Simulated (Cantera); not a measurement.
A perfectly stirred reactor is fed with 1.81 % CH4, 0.852 % H2, 9.21 % O2, 87.5 % N2, 0.598 % H2O, equivalence ratio 0.44, at 4.93 atm; it is adiabatic with a 748 K inlet, and is followed from long to short residence time, starting on the burning branch (τ in s: 0.078, 0.023, 0.007, 0.0021, 0.00063, 0.00019, 5.6e-05, 1.7e-05, 5.1e-06).

Cantera simulation using GRI-Mech 3.0 (53 species, 325 reactions); the numbers are that mechanism's predictions, not measurements.

### Question
Predict: blow-out, bracketed by the residence times tried; x(CH4) at τ = 78.0 ms; x(H2) at τ = 78.0 ms; x(O2) at τ = 78.0 ms; x(O) at τ = 78.0 ms; x(OH) at τ = 78.0 ms; x(CH4) at τ = 0.630 ms; x(H2) at τ = 0.630 ms; x(O2) at τ = 0.630 ms.

### Answer
| Quantity | Result |
|---|---|
| blow-out, bracketed by the residence times tried | burning at 78.0 ms, out at 23.0 ms |
| x(CH4) at τ = 78.0 ms | 0.000406 |
| x(H2) at τ = 78.0 ms | 0.000285 |
| x(O2) at τ = 78.0 ms | 0.0540 |
| x(O) at τ = 78.0 ms | 1.44e-6 |
| x(OH) at τ = 78.0 ms | 4.42e-6 |
| x(CH4) at τ = 0.630 ms | 0.0181 |
| x(H2) at τ = 0.630 ms | 0.00852 |
| x(O2) at τ = 0.630 ms | 0.0921 |
